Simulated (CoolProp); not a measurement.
Ethylene along the isotherm 299.5 K: density (kg/m³) from the reference equation and from simpler models built on Tc = 282.4 K, pc = 50.42 bar, ω = 0.087; each cubic takes its own stable root.

Values from CoolProp's reference Helmholtz-energy equation of state, Smukala 2000.

```csv
p (bar),phase,reference
0.239,gas,0.2696
0.404,gas,0.4562
0.681,gas,0.7701
1.15,gas,1.304
1.94,gas,2.210
3.27,gas,3.753
5.52,gas,6.420
9.32,gas,11.10
15.7,gas,19.50
26.6,gas,35.91
44.8,gas,73.29
75.6,supercritical,254.0
```

**Question.** How far does each simpler model (ideal gas, van der Waals, Soave-Redlich-Kwong, Peng-Robinson) lie from the reference over these 12 states: mean and median of the absolute difference, and the worst?

**Answer.** 
- ideal gas: mean 11.4 %, median 2.5 %, worst -66.5 % at 299.5 K and 75.6 bar
- van der Waals: mean 1.5 %, median 0.2 %, worst -13.4 % at 299.5 K and 75.6 bar
- Soave-Redlich-Kwong: mean 1.1 %, median 0.0 %, worst -12.9 % at 299.5 K and 75.6 bar
- Peng-Robinson: mean 1.2 %, median 0.4 %, worst -6.0 % at 299.5 K and 75.6 bar
